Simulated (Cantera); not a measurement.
**Equilibrium for chemical vapour transport: TiO₂ + Cl₂ + H₂**

Charge: 1 mol TiO₂, 0.75 mol Cl₂, 2.2 mol H₂, at 750 Torr.

Equilibrium computed with Cantera from the NASA thermochemical tables; the gas is ideal and each condensed phase is pure. Candidate condensed phases: H₂O, Ti, TiCl₂, TiCl₃, TiCl₄, TiO, TiO₂, Ti₂O₃, Ti₃O₅, Ti₄O₇; 23 gas species. Mutual solubility and eutectic melting of coexisting phases are not modelled. Condensed phases not in the tables: Magnéli phases beyond Ti₄O₇, TiOCl. Gases not in the tables: TiO(OH)₂. The numbers say what is thermodynamically allowed, not how fast it happens.

From 825 °C to 1125 °C the condensed part is TiO₂(rutile). From 1200 °C to 1425 °C the condensed part is TiO₂(rutile) + Ti₄O₇(s).

```csv
T (°C),x HCl,x H₂,x H₂O,x TiCl₄,x TiCl₃,x H,x Cl,n TiO₂(rutile),n Ti₄O₇(s)
825,0.504,0.492,0.00249,0.00123,1.36e-5,1.74e-8,1.59e-8,0.996,0
900,0.504,0.492,0.00285,0.00139,3.74e-5,8.27e-8,7.40e-8,0.996,0
975,0.503,0.492,0.00323,0.00153,8.96e-5,3.28e-7,2.86e-7,0.995,0
1050,0.502,0.492,0.00364,0.00163,0.000190,1.11e-6,9.52e-7,0.995,0
1125,0.502,0.492,0.00409,0.00168,0.000363,3.32e-6,2.79e-6,0.994,0
1200,0.504,0.488,0.00639,0.000892,0.000330,8.84e-6,7.41e-6,0.950,0.0116
1275,0.506,0.482,0.0109,0.000386,0.000232,2.14e-5,1.79e-5,0.884,0.0284
1350,0.507,0.475,0.0176,0.000179,0.000166,4.76e-5,4.01e-5,0.799,0.0499
1425,0.508,0.465,0.0273,8.88e-5,0.000123,9.86e-5,8.38e-5,0.683,0.0792
```
x: gas mole fraction; n: condensed amount in mol.
